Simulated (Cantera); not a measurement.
# Thermodynamics of titanium nitride, carbide and oxide coatings, feed Ti + C3H8 + H2

Feed: 1 mol Ti, a varied amount of C3H8, 12 mol H2, at 1448.15 K and 56.3 Torr.

Cantera equilibrium calculation (NASA polynomials, part measured and part estimated; ideal gas, pure solids and liquids). Candidate condensed phases: C, C6H6, C7H8, C8H18, Ti, TiC; 77 gas species. Mutual solubility and eutectic melting of coexisting phases are not modelled. TiC: taken at fixed stoichiometry. Condensed phases not in the tables: N, O or C dissolved in the metal. The numbers say what is thermodynamically allowed, not how fast it happens.

At 0.28 mol C3H8 the condensed part is Ti(β) + TiC(s). From 0.41 mol C3H8 to 1.6 mol C3H8 the condensed part is C(graphite) + TiC(s).

```csv
n(C3H8) (mol),log p H2,log p CH4,log p H,log p C2H2 (acetylene),log p C2H4,log p CH3,n Ti(β),n TiC(s),n C(graphite)
0.28,-1.12,-10.74,-5.60,<-13,<-13,<-13,0.160,0.840,0
0.41,-1.13,-4.73,-5.60,-6.45,-7.88,-7.89,0,1.00,0.226
0.53,-1.13,-4.73,-5.60,-6.45,-7.88,-7.89,0,1.00,0.586
0.65,-1.13,-4.73,-5.60,-6.45,-7.88,-7.89,0,1.00,0.946
0.77,-1.13,-4.73,-5.60,-6.45,-7.88,-7.89,0,1.00,1.31
0.9,-1.13,-4.73,-5.60,-6.45,-7.88,-7.89,0,1.00,1.70
1,-1.13,-4.73,-5.60,-6.45,-7.88,-7.89,0,1.00,2.00
1.1,-1.13,-4.73,-5.60,-6.45,-7.88,-7.89,0,1.00,2.30
1.3,-1.13,-4.73,-5.60,-6.45,-7.88,-7.89,0,1.00,2.90
1.4,-1.13,-4.73,-5.60,-6.45,-7.88,-7.89,0,1.00,3.20
1.5,-1.13,-4.73,-5.60,-6.45,-7.88,-7.89,0,1.00,3.50
1.6,-1.13,-4.73,-5.60,-6.45,-7.88,-7.89,0,1.00,3.80
```
log p: log10 of the partial pressure in bar; n: condensed amount in mol.
